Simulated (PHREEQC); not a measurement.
A column of 0.2 m (30 cells, dispersivity 0.007 m, 300 s a shift, diffusion coefficient 3e-10 m²/s) holds 0.087 eq of the database's cation exchanger X per kg of pore water, first in equilibrium with 0.0061 mol NaCl, 0.009 mol LiCl and 1e-05 mol HCl per kg of water. It is flushed with 12 mmol/kgw MgCl2, 29 mmol/kgw KCl, 8.7 mmol/kgw LiCl and 0.01 mmol/kgw HCl, at 25 °C. Values are for the last cell. The system is closed to CO2. Nothing may precipitate in this run.

All values are PHREEQC results (ion-association model, phreeqc.dat), not measurements.

| pore volumes | K in solution (mol/kgw) | Mg in solution (mol/kgw) | Na in solution (mol/kgw) | Li in solution (mol/kgw) | Cl in solution (mol/kgw) | MgX2 on the exchanger (mol/kgw) |
|---|---|---|---|---|---|---|
| 0 | 0 | 0 | 0.00610 | 0.00900 | 0.0151 | 0 |
| 0.35 | 0 | 0 | 0.00610 | 0.00900 | 0.0151 | 0 |
| 0.6833 | 0 | 0 | 0.00786 | 0.0116 | 0.0195 | 0 |
| 1.017 | 0 | 0 | 0.0170 | 0.0250 | 0.0420 | 0 |
| 1.517 | 2.29e-9 | 0 | 0.0240 | 0.0357 | 0.0597 | 0 |
| 1.85 | 1.02e-6 | 0 | 0.0244 | 0.0370 | 0.0614 | 0 |
| 2.183 | 0.000194 | 4.38e-10 | 0.0239 | 0.0376 | 0.0617 | 2.41e-8 |
| 2.517 | 0.0171 | 0.000420 | 0.0154 | 0.0283 | 0.0617 | 0.00387 |
| 2.85 | 0.0317 | 0.00820 | 0.00217 | 0.0115 | 0.0617 | 0.0175 |
| 3.183 | 0.0308 | 0.0107 | 0.000336 | 0.00912 | 0.0617 | 0.0202 |
| 3.517 | 0.0299 | 0.0115 | 5.68e-5 | 0.00877 | 0.0617 | 0.0212 |
| 4.017 | 0.0293 | 0.0118 | 4.24e-6 | 0.00871 | 0.0617 | 0.0217 |
| 4.35 | 0.0291 | 0.0119 | 7.72e-7 | 0.00870 | 0.0617 | 0.0218 |
| 4.683 | 0.0291 | 0.0120 | 1.42e-7 | 0.00870 | 0.0617 | 0.0219 |
| 5.017 | 0.0290 | 0.0120 | 2.65e-8 | 0.00870 | 0.0617 | 0.0219 |

Species that the database lacks are ignored.
